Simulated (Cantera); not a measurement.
A perfectly stirred reactor is fed with CH4 : H2 : H = 0.011 : 1 : 0.0087 (molar parts), at 0.0750 atm; it is held at 1275 K, and followed from long to short residence time.

Computed with Cantera and GRI-Mech 3.0 (53 species, 325 reactions). GRI-Mech 3.0 stops at C3 and has no aromatics, soot or wall deposition, so with more carbon than oxygen in the feed, carbon stays in small species such as C2H2 where larger ones or solid carbon would form.

Problem. What does this change do: temperature 1275 to 2750 K?

Solution. 
| quantity | before | after |
|---|---|---|
| x(CH4) at τ = 7.30 s | 0.0101 | 2.24e-6 |
| x(H2) at τ = 7.30 s | 0.989 | 0.775 |
| x(H) at τ = 7.30 s | 4.20e-5 | 0.220 |
| x(CH2) at τ = 7.30 s | 2.05e-10 | 5.25e-6 |
| x(C2H) at τ = 7.30 s | 4.10e-12 | 0.000151 |
| x(CH4) at τ = 44.0 ms | 0.0104 | 1.63e-5 |
| x(H2) at τ = 44.0 ms | 0.989 | 0.824 |
| x(H) at τ = 44.0 ms | 0.000519 | 0.171 |
| x(CH2) at τ = 44.0 ms | 2.81e-8 | 2.01e-5 |
| x(C2H) at τ = 44.0 ms | 1.76e-11 | 0.000113 |
